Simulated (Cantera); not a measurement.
Input (Python, Cantera):

```python
import numpy as np
import cantera as ct

gas = ct.Solution("h2o2.yaml")
gas.TPX = 1350, 1333, {'H2': 0.016, 'O2': 1}
reactor = ct.IdealGasConstPressureReactor(gas, energy="off", clone=False)
net = ct.ReactorNet([reactor])
net.rtol, net.atol = 1e-08, 1e-18
show = ['H2', 'O2', 'OH', 'H2O', 'H', 'H2O2']
times = np.geomspace(5e-05, 30, 9)

steps = ct.SolutionArray(gas, extra=["t"])
rows = []
print(f"{'t/s':>10s}{'T/K':>9s}{'P/Pa':>11s}" + "".join(f"{s:>11s}" for s in show))
for t in times:
    while net.time < t:
        t_next = net.step()
        steps.append(gas.state, t=t_next)
    rows.append([np.interp(t, steps.t, y) for y in (steps.T, steps.P, *steps(*show).X.T)])
    print(f"{t:10.3e}{rows[-1][0]:9.1f}{rows[-1][1]:11.4g}" + "".join(f"{x:11.3e}" for x in rows[-1][2:]))
rate = np.gradient(steps.T, steps.t)
print("integrator steps:", len(steps.t))
if steps.T.max() > steps.T[0] + 200:
    print(f"time of steepest temperature rise: {steps.t[rate.argmax()]:.4e} s")
gas.TPX = 1350, 1333, {'H2': 0.016, 'O2': 1}
gas.equilibrate("TP")
print(f"equilibrium (TP): T = {gas.T:.1f} K  " + "  ".join(f"{s} {gas[s].X[0]:.3e}" for s in show))
```

Result:

```
       t/s      T/K       P/Pa         H2         O2         OH        H2O          H       H2O2
 5.000e-05   1350.0       1333  1.575e-02  9.843e-01  5.121e-09  5.875e-10  4.111e-09  9.063e-13
 2.638e-04   1350.0       1333  1.575e-02  9.843e-01  6.036e-08  3.754e-08  1.417e-08  2.436e-11
 1.392e-03   1350.0       1333  1.573e-02  9.842e-01  1.027e-05  1.444e-05  1.850e-06  5.768e-10
 7.341e-03   1350.0       1333  9.771e-05  9.697e-01  1.827e-03  1.437e-02  7.430e-04  1.972e-08
 3.873e-02   1350.0       1333  8.420e-05  9.715e-01  1.706e-03  1.453e-02  6.029e-04  1.902e-08
 2.043e-01   1350.0       1333  4.658e-05  9.772e-01  1.273e-03  1.501e-02  2.409e-04  1.612e-08
 1.078e+00   1350.0       1333  8.067e-06  9.828e-01  5.316e-04  1.558e-02  1.683e-05  7.754e-09
 5.687e+00   1350.0       1333  5.738e-07  9.840e-01  1.421e-04  1.580e-02  3.163e-07  1.489e-09
 3.000e+01   1350.0       1333  5.338e-08  9.841e-01  4.342e-05  1.585e-02  8.988e-09  2.290e-10
integrator steps: 1547
equilibrium (TP): T = 1350.0 K  H2 2.845e-08  O2 9.841e-01  OH 3.172e-05  H2O 1.586e-02  H 3.505e-09  H2O2 1.441e-10
```

Cantera simulation using the H2/O2 subset of GRI-Mech 3.0, which has no nitrogen chemistry; the numbers are that mechanism's predictions, not measurements. Radical loss at walls, strong at low pressure, is not modelled.
